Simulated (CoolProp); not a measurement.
Saturated liquid density (kg/m³) of water: the reference equation beside estimates from Tc = 373.9 °C, pc = 22060 kPa, ω = 0.344. Rackett uses Z = 0.29056 − 0.08775 ω.

Model: reference Helmholtz-energy equation of state, Wagner 2002, in CoolProp.

```tsv
T (°C)	reference	Rackett	van der Waals	Soave-Redlich-Kwong	Peng-Robinson
236.35	818.5	673.7	386.5	584.5	663.1
242.65	809.6	666.0	382.1	576.6	654.2
248.85	800.6	658.3	377.7	568.5	645.2
255.05	791.3	650.3	373.1	560.1	635.8
261.35	781.5	642.1	368.4	551.3	625.9
267.55	771.5	633.7	363.6	542.4	615.7
273.75	761.1	625.1	358.6	533.1	605.1
279.95	750.4	616.2	353.5	523.4	594.1
286.25	738.9	606.9	348.1	513.1	582.3
```

Absolute difference from the reference over all 9 rows, mean and median: Rackett 17.8 and 17.8 %, van der Waals 52.9 and 52.9 %, Soave-Redlich-Kwong 29.5 and 29.5 %, Peng-Robinson 20.0 and 19.9 %.
